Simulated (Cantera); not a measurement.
**Catalytic stagnation flow on Pt**

A jet of CH4 : O2 : N2 = 0.01 : 0.084 : 0.79 (molar parts), equivalence ratio 0.24 at 300 K and 28000 Pa hits a platinum plate 4.9 cm away at a mass flux of 0.098 kg/m²/s; the plate temperature is set and raised in steps from an oxygen-covered start.

Model: Deutschmann's 1995 Pt surface mechanism with GRI-Mech 3.0 gas chemistry, integrated in Cantera. Catalytic surfaces can have several steady states; this one follows from the mechanism file's or the stated starting coverage.

| plate T (K) | wall x CH4 | wall x O2 | wall x H2O | wall x OH | wall x CO | wall x CO2 | θ free Pt | θ O* | θ OH* |
|---|---|---|---|---|---|---|---|---|---|
| 850 | 0.00873 | 0.0895 | 0.00482 | <1e-8 | 2.08e-6 | 0.00316 | 0.105 | 0.894 | 0.000939 |
| 900 | 0.00655 | 0.0849 | 0.00887 | 1.31e-8 | 2.21e-6 | 0.00583 | 0.158 | 0.840 | 0.00121 |
| 950 | 0.00457 | 0.0807 | 0.0125 | 4.14e-8 | 2.12e-6 | 0.00824 | 0.218 | 0.781 | 0.00132 |
| 1000 | 0.00317 | 0.0778 | 0.0151 | 1.10e-7 | 1.97e-6 | 0.00994 | 0.281 | 0.717 | 0.00132 |
| 1050 | 0.00226 | 0.0758 | 0.0167 | 2.64e-7 | 1.84e-6 | 0.0110 | 0.346 | 0.653 | 0.00124 |
| 1100 | 0.00167 | 0.0746 | 0.0177 | 5.72e-7 | 1.77e-6 | 0.0117 | 0.410 | 0.589 | 0.00113 |
x: mole fraction at the wall; θ: surface coverage.
